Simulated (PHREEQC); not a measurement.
Solution (55 °C): 0.27 mol HF, 0.0018 mol KF and 0.0083 mol H2SiF6 per kg of water. Closed to the air; pH follows from the charge balance.

The numbers come from PHREEQC with the ion-association model, phreeqc.dat.

Precipitation was switched off in this run.

**Question.** Order these F species by the share of F that they hold, largest first: F-, HF2-, SiF6-2, HF.

**Answer.** HF (79 %), SiF6-2 (15 %), HF2- (3.7 %), F- (1.6 %)

The pH is 1.65 and the ionic strength 0.0360 mol/kgw. At this temperature some constants are extrapolated from 25 °C, and those without enthalpy data are left unchanged. SiF6-2 is the database's only silicon fluoride.
